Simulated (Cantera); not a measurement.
Charge: 1 mol B, 1.1 mol HCl, at 1173.15 K and 40000 Pa.

These are equilibrium values from Cantera (NASA tables, ideal gas, pure condensed phases), not measurements of a reactor. Candidate condensed phases: B; 13 gas species. The tables' values for BCl₂ are old estimates; treat these amounts as uncertain. Gases not in the tables: BHCl₂. Rates play no part.

Base state: H₂ 0.506, BCl₃ 0.337, HCl 0.157, BCl₂ 2.49e-5 (mole fractions); condensed: B(s).

**Question.** What changes in the equilibrium state with this change: temperature from 1173.15 K to 1573 K?

**Answer.** 
```
species     before     after
---------  -------  --------
H₂           0.506     0.387
HCl          0.157     0.353
BCl₃         0.337     0.256
BCl        4.62e-7  0.000491
Cl         3.61e-8   2.90e-5
H          1.33e-7   4.00e-5
BCl₂       2.49e-5   0.00261
B(s), mol    0.683     0.747
```
The tables' values for BCl₂, BCl are old estimates; treat these amounts as uncertain.
